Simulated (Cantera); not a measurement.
Source: NASA polynomial tables (part measured, part estimated), evaluated in Cantera. Values are per mole of reaction as written; species without (g) are pure solids or liquids, kept so even where they would boil at 1 bar.

2 Ca + S2(g) = 2 CaS

| T (K) | ΔH° (kJ) | ΔS° (J/K) | ΔG° (kJ) | log10 K | condensed phases |
|---|---|---|---|---|---|
| 300 | ___ | ___ | ___ | ___ | Ca(s), CaS(s) |
| 648 | ___ | ___ | ___ | ___ | Ca(s), CaS(s) |
| 798 | -1072.6 | -194.3 | -917.6 | 60.06 | Ca(s), CaS(s) |
| 948 | -1071.3 | -192.8 | -888.5 | 48.96 | Ca(s), CaS(s) |
| 1098 | -1070.6 | -192.1 | -859.7 | 40.90 | Ca(s), CaS(s) |
| 1248 | -1088.2 | -207.9 | -828.8 | 34.69 | Ca(l), CaS(s) |

Problem. What belongs in the gaps?

Solution. 
- 300, ΔH° (kJ): -1074.8
- 300, ΔS° (J/K): -200.1
- 300, ΔG° (kJ): -1014.8
- 300, log10 K: 176.69
- 648, ΔH° (kJ): -1071.8
- 648, ΔS° (J/K): -193.1
- 648, ΔG° (kJ): -946.6
- 648, log10 K: 76.31
